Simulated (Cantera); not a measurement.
Feed: 1 mol Si, 0.83 mol Cl₂, 0.69 mol H₂, 0.79 mol HCl, held at 573.15 K and 2.10 bar.

These are equilibrium values from Cantera (NASA tables, ideal gas, pure condensed phases), not measurements of a reactor. Candidate condensed phases: Si; 19 gas species. Kinetics and transport are ignored.

Base state: H₂ 0.590, SiCl₄ 0.269, SiHCl₃ 0.137, SiH₂Cl₂ 0.00322, HCl 1.64e-5, SiH₃Cl 1.43e-5 (mole fractions); condensed: Si(s).

Q: What changes in the equilibrium state with this change: temperature from 573.15 K to 1100 K?

A: 
| species | before | after |
|---|---|---|
| H₂ | 0.590 | 0.582 |
| SiCl₄ | 0.269 | 0.273 |
| SiHCl₃ | 0.137 | 0.110 |
| HCl | 1.64e-5 | 0.0213 |
| SiCl₂ | <1e-9 | 0.00158 |
| SiCl₃ | 1.43e-7 | 0.00558 |
| SiH₃Cl | 1.43e-5 | 6.85e-5 |
| Si(s), mol | 0.329 | 0.342 |
The tables' values for SiCl₃ are old estimates; treat these amounts as uncertain.

Q: What changes in the equilibrium state with this change: temperature from 573.15 K to 825 K?

A: 
| species | before | after |
|---|---|---|
| H₂ | 0.590 | 0.593 |
| SiCl₄ | 0.269 | 0.277 |
| SiHCl₃ | 0.137 | 0.124 |
| SiCl₃ | 1.43e-7 | 0.000125 |
| HCl | 1.64e-5 | 0.00164 |
| SiH₃Cl | 1.43e-5 | 4.14e-5 |
| Si(s), mol | 0.329 | 0.333 |
The tables' values for SiCl₃ are old estimates; treat these amounts as uncertain.

Q: What changes in the equilibrium state with this change: pressure from 2.10 bar to 1 atm?

A: 
```json
[
 {"species": "H₂", "before": "0.590", "after": "0.597"},
 {"species": "SiCl₄", "before": "0.269", "after": "0.281"},
 {"species": "SiHCl₃", "before": "0.137", "after": "0.119"},
 {"species": "SiH₃Cl", "before": "1.43e-5", "after": "8.49e-6"},
 {"species": "SiH₂Cl₂", "before": "0.00322", "after": "0.00231"},
 {"species": "Si(s), mol", "before": "0.329", "after": "0.337"}
]
```
